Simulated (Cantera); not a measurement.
A closed system holds: 1 mol SiCl4, 23 mol H2, held at 1048.15 K and 30000 Pa.

These are equilibrium values from Cantera (NASA tables, ideal gas, pure condensed phases), not measurements of a reactor. Candidate condensed phases: Si; 19 gas species. The tables' values for SiCl3 are old estimates; treat these amounts as uncertain. Rates play no part.

Base state: H2 0.941, SiCl4 0.0255, HCl 0.0176, SiHCl3 0.0140, SiH2Cl2 0.000872, SiCl3 0.000825, SiCl2 0.000490, SiH3Cl 1.42e-5 (mole fractions); condensed: gas only.

Question: What changes in the equilibrium state with this change: SiCl4 replaced by SiHCl3?

Answer: 
```
species       before     after
----------  --------  --------
H2             0.941     0.954
SiCl4         0.0255    0.0175
HCl           0.0176    0.0152
SiHCl3        0.0140    0.0112
SiCl3       0.000825  0.000659
SiH3Cl       1.42e-5   1.55e-5
SiCl2       0.000490  0.000454
SiH2Cl2     0.000872  0.000819
Si(s), mol         0     0.255
```
